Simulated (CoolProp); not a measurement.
Computed with CoolProp (reference Helmholtz-energy equation of state, Lemmon 2006). It is a short technical equation, of lower accuracy than the large ones.

**Question.** Give the vapour pressure (bar), liquid density (kg/m³), enthalpy of vaporisation (kJ/kg), surface tension (mN/m) of saturated nitrous oxide at 270.2 K.

**Answer.** 
```csv
T (K),p (bar),liquid density (kg/m³),enthalpy of vaporisation (kJ/kg),surface tension (mN/m)
270.2,28.9,922,240,5.91
```

Surface tension comes from a separate correlation (Mulero 2012).
